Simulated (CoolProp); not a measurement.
Saturation properties of hydrogen chloride (Tc = 324.7 K, pc = 83.14 bar, ω = 0.130).

Computed with CoolProp (reference Helmholtz-energy equation of state, Thol 2018).

| T (K) | p (bar) | liquid density (kg/m³) | vapour density (kg/m³) | enthalpy of vaporisation (kJ/kg) |
|---|---|---|---|---|
| 166.4 | 0.2458 | 1237 | 0.6548 | 465.6 |
| 169 | 0.2974 | 1231 | 0.7813 | 463.1 |
| 171.6 | 0.3575 | 1225 | 0.9268 | 460.6 |
| 174.2 | 0.4272 | 1219 | 1.093 | 458.1 |
| 176.8 | 0.5074 | 1213 | 1.282 | 455.5 |
| 179.4 | 0.5995 | 1206 | 1.496 | 452.9 |
| 182 | 0.7045 | 1200 | 1.737 | 450.2 |
| 184.6 | 0.8237 | 1194 | 2.008 | 447.5 |
| 187.2 | 0.9585 | 1187 | 2.311 | 444.8 |
| 189.8 | 1.110 | 1181 | 2.649 | 442.0 |
| 192.4 | 1.281 | 1174 | 3.023 | 439.2 |
| 195 | 1.471 | 1168 | 3.438 | 436.3 |
| 197.6 | 1.682 | 1161 | 3.896 | 433.4 |

It boils at 188.2 K under 1 atm.
